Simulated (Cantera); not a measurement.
An isothermal, constant-pressure homogeneous reactor starts with 1.85 % C2H6, 98.1 % H2, at 1075 K and 0.00730 bar.

Detailed kinetics in Cantera: GRI-Mech 3.0 (53 species, 325 reactions). GRI-Mech 3.0 stops at C3 and has no aromatics, soot or wall deposition, so with more carbon than oxygen in the feed, carbon stays in small species such as C2H2 where larger ones or solid carbon would form. Radical loss at walls, strong at low pressure, is not modelled.

x: mole fraction; the columns are a selection and need not sum to one.

| t (s) | x C2H6 | x H2 | x H | x CH2 | x C2H2 | x CH4 |
|---|---|---|---|---|---|---|
| 1.00e-5 | 0.0185 | 0.981 | 8.29e-12 | <1e-12 | <1e-12 | 8.37e-12 |
| 2.42e-5 | 0.0185 | 0.981 | 4.73e-11 | <1e-12 | <1e-12 | 4.87e-11 |
| 5.88e-5 | 0.0185 | 0.981 | 2.64e-10 | <1e-12 | <1e-12 | 2.82e-10 |
| 0.000143 | 0.0185 | 0.981 | 1.38e-9 | <1e-12 | <1e-12 | 1.59e-9 |
| 0.000346 | 0.0185 | 0.981 | 6.27e-9 | <1e-12 | <1e-12 | 8.48e-9 |
| 0.000838 | 0.0185 | 0.981 | 2.23e-8 | <1e-12 | <1e-12 | 4.03e-8 |
| 0.00203 | 0.0185 | 0.981 | 6.16e-8 | <1e-12 | <1e-12 | 1.56e-7 |
| 0.00492 | 0.0185 | 0.981 | 1.52e-7 | <1e-12 | <1e-12 | 4.76e-7 |
| 0.0119 | 0.0185 | 0.981 | 3.71e-7 | <1e-12 | 5.29e-12 | 1.30e-6 |
| 0.0289 | 0.0185 | 0.981 | 8.97e-7 | <1e-12 | 1.97e-10 | 3.86e-6 |
| 0.0702 | 0.0184 | 0.981 | ? | <1e-12 | ? | ? |
| 0.170 | 0.0177 | 0.981 | 4.79e-6 | 2.74e-12 | 2.12e-7 | 0.000149 |
| 0.412 | 0.0146 | 0.981 | 8.45e-6 | 1.22e-11 | 4.72e-6 | 0.00112 |
| 1.00 | 0.00779 | 0.980 | 9.91e-6 | 1.25e-11 | 5.02e-5 | 0.00394 |

Task: Fill in the missing entries.

Result: 
- 0.0702, x H: 2.14e-6
- 0.0702, x C2H2: 6.80e-9
- 0.0702, x CH4: 1.81e-5
